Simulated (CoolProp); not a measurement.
Octamethylcyclotetrasiloxane (D4) along the isobar 0.707 MPa: Z from the reference equation and from simpler models built on Tc = 586.5 K, pc = 1.347 MPa, ω = 0.598; each cubic takes its own stable root.

Computed with CoolProp (reference Helmholtz-energy equation of state, Thol 2015).

```json
[
 {"T (K)": "337.9", "phase": "liquid", "reference": "0.08236"},
 {"T (K)": "346.4", "phase": "liquid", "reference": "0.08122"},
 {"T (K)": "354.8", "phase": "liquid", "reference": "0.08018"},
 {"T (K)": "363.3", "phase": "liquid", "reference": "0.07920"},
 {"T (K)": "371.7", "phase": "liquid", "reference": "0.07830"},
 {"T (K)": "380.2", "phase": "liquid", "reference": "0.07746"},
 {"T (K)": "388.7", "phase": "liquid", "reference": "0.07668"},
 {"T (K)": "397.1", "phase": "liquid", "reference": "0.07599"},
 {"T (K)": "405.6", "phase": "liquid", "reference": "0.07535"},
 {"T (K)": "414.1", "phase": "liquid", "reference": "0.07477"},
 {"T (K)": "422.5", "phase": "liquid", "reference": "0.07427"},
 {"T (K)": "431", "phase": "liquid", "reference": "0.07382"}
]
```

Problem. How far does each simpler model (van der Waals, Soave-Redlich-Kwong, Peng-Robinson) lie from the reference over these 12 states: mean and median of the absolute difference, and the worst?

Solution. 
- van der Waals: mean 73.4 %, median 73.3 %, worst +74.8 % at 337.9 K and 0.707 MPa
- Soave-Redlich-Kwong: mean 10.4 %, median 10.3 %, worst +11.6 % at 337.9 K and 0.707 MPa
- Peng-Robinson: mean 2.0 %, median 2.2 %, worst -2.8 % at 431 K and 0.707 MPa
